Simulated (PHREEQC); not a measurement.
HCl is added in steps, without added water, to 1 kg of water holding 0.013 mol CuSO4, 0.00095 mol HBF4 and 0.001 mol Na2SO4, at 26 °C. O2 is buffered at 0.21 atm. No CO2 enters from the air. Only these solids could form: Cu(OH)2, Brochantite, Antlerite, Atacamite, Halite, Mirabilite, Chalcanthite, CuF2:2H2O.

Base run: PHREEQC, ion-association model, wateq4f.dat. Each further column changes one thing. The table gives pH.

```csv
HCl added (mol),base,CuSO4 from 0.013 to 0.0195 mol/kgw,diluted 5-fold with water,diluted 100-fold with water,no solid may form
0,3.02,3.04,(withheld),4.46,3.02
0.0002875,2.97,2.99,3.24,3.52,2.97
0.0007187,2.90,2.93,3.07,3.15,2.90
0.001006,2.86,2.88,2.98,3.01,2.86
0.001437,2.80,2.83,2.87,2.86,2.80
0.001725,2.76,2.79,2.80,2.79,2.76
0.002156,2.71,2.74,(withheld),2.69,2.71
0.002444,2.68,2.71,2.67,2.64,2.68
0.002875,2.63,2.67,2.61,2.57,2.63
0.003162,2.60,2.64,2.57,2.53,2.60
0.003594,2.56,2.60,2.52,2.47,2.56
0.003881,2.54,2.58,2.49,2.44,2.54
0.004313,2.50,2.54,2.45,2.40,2.50
0.0046,2.48,2.52,2.42,(withheld),2.48
```

Q: Fill in the missing entries.

A: 
- 0, diluted 5-fold with water: 3.40
- 0.002156, diluted 5-fold with water: 2.72
- 0.0046, diluted 100-fold with water: 2.37

Real BF4- forms and hydrolyses slowly; the run takes it at equilibrium.
